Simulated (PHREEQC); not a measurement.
Consider water at 75 °C with 0.036 mol MgSO4 per kg of water. Closed to the air; pH follows from the charge balance.

Computed with PHREEQC (ion-association model, wateq4f.dat).

Q: The ionic strength comes out as 0.0529 mol/kgw. What activity coefficients do SO4-2, Mg+2, MgOH+, HSO4- get?

A: SO4-2 0.42, Mg+2 0.44, MgOH+ 0.82, HSO4- 0.80.

This is a speciation only: nothing precipitates in the calculation. At this temperature some constants are extrapolated from 25 °C, and those without enthalpy data are left unchanged.
